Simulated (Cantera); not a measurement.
Input: 1 mol MgSO4, 6.9 mol CO2, 8 mol H2, at 620000 Pa.

Method: chemical equilibrium by Gibbs-energy minimisation in Cantera with the NASA 1993 tables (ideal gas, pure condensed phases). Candidate condensed phases: C, C6H6, C7H8, C8H18, H2O, H2SO4, Mg, MgCO3, MgO, Mg(OH)2, MgS, MgSO4, S; 130 gas species. Rates play no part.

Task: At 1150 K, list the 4 most abundant gas species with their mole fractions, and the condensed phases.

Result: H2O 0.345, CO2 0.320, CO 0.141, H2 0.128. Condensed: MgO(s).
